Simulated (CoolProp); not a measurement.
Model: reference Helmholtz-energy equation of state, Akasaka 2024, in CoolProp.

Question: For R1132(E), give the phase and the Z, cp (kJ/(kg K)) at 400 K and 32.5 bar; 400 K and 37.9 bar; 400 K and 54.2 bar.

Answer: 
- 400 K and 32.5 bar: gas; Z 0.855, cp 1.30
- 400 K and 37.9 bar: gas; Z 0.828, cp 1.35
- 400 K and 54.2 bar: supercritical; Z 0.744, cp 1.55
